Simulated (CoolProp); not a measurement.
The fluid at 572.94 K and 0.878 MPa is compressed adiabatically to 2.41 MPa with isentropic efficiency 0.7. The same conditions are run with several fluids, on thermodynamics alone (safety and materials aside).

Values from CoolProp's reference Helmholtz-energy equation of state of each fluid (octamethylcyclotetrasiloxane (D4): Thol 2015; water: Wagner 2002; p-xylene: Zhou 2012).

```json
[
 {"fluid": "octamethylcyclotetrasiloxane (D4)", "work (kJ/kg)": "(withheld)", "final temperature (K)": "(withheld)", "final phase": "supercritical", "final density (kg/m³)": "(withheld)"},
 {"fluid": "water", "work (kJ/kg)": "(withheld)", "final temperature (K)": "777.6", "final phase": "gas", "final density (kg/m³)": "(withheld)"},
 {"fluid": "p-xylene", "work (kJ/kg)": "(withheld)", "final temperature (K)": "(withheld)", "final phase": "gas", "final density (kg/m³)": "74.0"}
]
```

**Question.** Fill in the missing entries.

**Answer.** 
- octamethylcyclotetrasiloxane (D4), work (kJ/kg): 9.59
- octamethylcyclotetrasiloxane (D4), final temperature (K): 606.1
- octamethylcyclotetrasiloxane (D4), final density (kg/m³): 464
- water, work (kJ/kg): 419
- water, final density (kg/m³): 6.84
- p-xylene, work (kJ/kg): 52.0
- p-xylene, final temperature (K): 613.4
